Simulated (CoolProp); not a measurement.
Decamethyltetrasiloxane (MD2M) along the isobar 1.01 bar: fugacity coefficient from the reference equation and from simpler models built on Tc = 326.2 °C, pc = 11.44 bar, ω = 0.635; each cubic takes its own stable root.

Model: reference Helmholtz-energy equation of state, Thol 2017, in CoolProp.

```csv
T (°C),phase,reference,van der Waals,Redlich-Kwong,Soave-Redlich-Kwong,Peng-Robinson
242.25,gas,0.9515,0.9625,0.9541,0.9471,0.9436
248.75,gas,0.9535,0.9636,0.9557,0.9494,0.9459
255.25,gas,0.9555,0.9647,0.9572,0.9517,0.9481
261.75,gas,0.9574,0.9657,0.9586,0.9538,0.9502
268.25,gas,0.9592,0.9666,0.9600,0.9558,0.9523
274.75,gas,0.9609,0.9676,0.9613,0.9577,0.9542
281.25,gas,0.9625,0.9685,0.9626,0.9595,0.9560
287.75,gas,0.9640,0.9693,0.9638,0.9612,0.9578
294.35,gas,0.9655,0.9702,0.9650,0.9629,0.9595
300.85,gas,0.9669,0.9710,0.9661,0.9645,0.9611
307.35,gas,0.9682,0.9717,0.9672,0.9660,0.9627
313.85,gas,0.9695,0.9725,0.9682,0.9675,0.9641
320.35,gas,0.9707,0.9732,0.9692,0.9689,0.9656
326.85,gas,0.9719,0.9739,0.9702,0.9702,0.9669
```
